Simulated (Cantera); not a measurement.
Cantera run, input and output.

```python
import numpy as np
import cantera as ct

surf = ct.Interface("diamond.yaml", "diamond_100")
gas, bulk = surf.adjacent["gas"], surf.adjacent["diamond"]
k = surf.kinetics_species_index(bulk.species_names[0])
cover = ["c6HH", "c6H*", "c6*H", "c6**", "c6HM", "c6B"]

rows, drift = [], 0.0
print(f"{'P':>10s}{'um/h':>11s}" + "".join(f"{s:>11s}" for s in cover))
for v in [610, 950, 1500, 2300, 3600, 5500, 8600, 13000]:
    T, P, xH, xCH3 = 950, v, 0.013, 0.00017
    gas.TPX = T, P, {"H": xH, "CH3": xCH3, "CH4": 0.0057, "H2": 1 - xH - xCH3 - 0.0057}
    surf.TP = bulk.TP = T, P
    surf.coverages = "c6H*:0.1, c6HH:0.9"
    surf.advance_coverages(100.0)
    before = surf.coverages
    surf.advance_coverages(100.0)
    drift = max(drift, np.max(np.abs(surf.coverages - before) / (surf.coverages + 1e-9)))
    rate = surf.net_production_rates[k] * bulk.mean_molecular_weight / bulk.density * 3.6e9
    rows.append([rate, *surf[cover].coverages])
    print(f"{v:10.4g}{rate:11.4e}" + "".join(f"{x:11.3e}" for x in rows[-1][1:]))
```

Output:

```
         P       um/h       c6HH       c6H*       c6*H       c6**       c6HM        c6B
       610 4.1321e-01  6.364e-01  1.399e-02  3.319e-01  6.625e-03  8.464e-03  1.121e-09
       950 6.5078e-01  6.363e-01  1.400e-02  3.319e-01  6.625e-03  8.560e-03  1.766e-09
      1500 1.0353e+00  6.363e-01  1.401e-02  3.318e-01  6.626e-03  8.625e-03  2.809e-09
      2300 1.5947e+00  6.363e-01  1.403e-02  3.318e-01  6.628e-03  8.665e-03  4.327e-09
      3600 2.5041e+00  6.362e-01  1.406e-02  3.317e-01  6.632e-03  8.693e-03  6.795e-09
      5500 3.8339e+00  6.362e-01  1.411e-02  3.317e-01  6.638e-03  8.711e-03  1.040e-08
      8600 6.0052e+00  6.362e-01  1.419e-02  3.316e-01  6.647e-03  8.725e-03  1.630e-08
   1.3e+04 9.0904e+00  6.362e-01  1.430e-02  3.315e-01  6.660e-03  8.735e-03  2.467e-08
```

Computed with Cantera and the Harris–Goodwin 1993 mechanism for the reconstructed diamond (100) surface.
